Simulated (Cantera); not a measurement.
A perfectly stirred reactor is fed with CH4 : CO2 = 1 : 1.5 (molar parts), at 1.00 bar; it is held at 2200 K, and followed from long to short residence time.

Model: GRI-Mech 3.0 (53 species, 325 reactions), integrated in Cantera.

x: mole fraction; the columns are a selection and need not sum to one.

```
τ (s)      x CH4   x CO2      x O   x CH2O    x C2H6   x H2  x CH2CO
------  --------  ------  -------  -------  --------  -----  -------
1.4     0.000142  0.0245  7.10e-7  1.91e-7  8.53e-10  0.355  1.82e-7
0.64    0.000309  0.0246  6.91e-7  3.22e-7   3.92e-9  0.355  4.17e-7
0.29         [?]  0.0249  6.77e-7      [?]       [?]  0.354      [?]
0.13     0.00127  0.0256  6.70e-7  1.10e-6   6.48e-8  0.352  2.35e-6
0.060        [?]  0.0271  6.69e-7      [?]       [?]  0.347      [?]
0.027    0.00385  0.0306  6.71e-7  3.71e-6   5.93e-7  0.337  1.23e-5
0.012    0.00618  0.0377  6.72e-7  7.14e-6   1.54e-6  0.319  2.68e-5
0.0057   0.00917  0.0493  6.62e-7  1.34e-5   3.43e-6  0.295  5.16e-5
```

Problem. What belongs in the gaps?

Solution. 
- 0.29, x CH4: 0.000644
- 0.29, x CH2O: 5.88e-7
- 0.29, x C2H6: 1.68e-8
- 0.29, x CH2CO: 9.80e-7
- 0.060, x CH4: 0.00227
- 0.060, x CH2O: 2.00e-6
- 0.060, x C2H6: 2.06e-7
- 0.060, x CH2CO: 5.39e-6
